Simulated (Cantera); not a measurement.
**Thermodynamics of carbothermic reduction, feed SiO₂ + CH₄ + N₂**

Charge: 1 mol SiO₂, 1.3 mol CH₄, 2.3 mol N₂, held at 12.0 mbar.

Cantera equilibrium calculation (NASA polynomials, part measured and part estimated; ideal gas, pure solids and liquids). Candidate condensed phases: C, C₆H₆, C₇H₈, C₈H₁₈, H₂O, Si, SiC, SiO₂, Si₂N₂O, Si₃N₄; 151 gas species. The tables' values for SiN are old estimates; treat these amounts as uncertain. Gases not in the tables: Si₂H₆ and higher silanes. The numbers say what is thermodynamically allowed, not how fast it happens.

From 2050 K to 2200 K the condensed part is SiC(s). From 2250 K to 2450 K nothing is condensed. The main Si-bearing gas is SiO throughout.

```tsv
T (K)	x H₂	x N₂	x CO	x SiO	x H	x Si	n SiC(s)
2050	0.366	0.330	0.167	0.120	0.0125	0.00352	0.132
2100	0.362	0.327	0.167	0.118	0.0171	0.00675	0.118
2150	0.355	0.324	0.169	0.114	0.0229	0.0124	0.0908
2200	0.346	0.319	0.172	0.107	0.0302	0.0218	0.0445
2250	0.335	0.314	0.175	0.0995	0.0393	0.0318	0
2300	0.327	0.312	0.174	0.0975	0.0505	0.0347	0
2350	0.318	0.309	0.174	0.0959	0.0642	0.0364	0
2400	0.306	0.307	0.173	0.0945	0.0804	0.0373	0
2450	0.293	0.304	0.171	0.0932	0.0993	0.0376	0
```
x: gas mole fraction; n: condensed amount in mol.
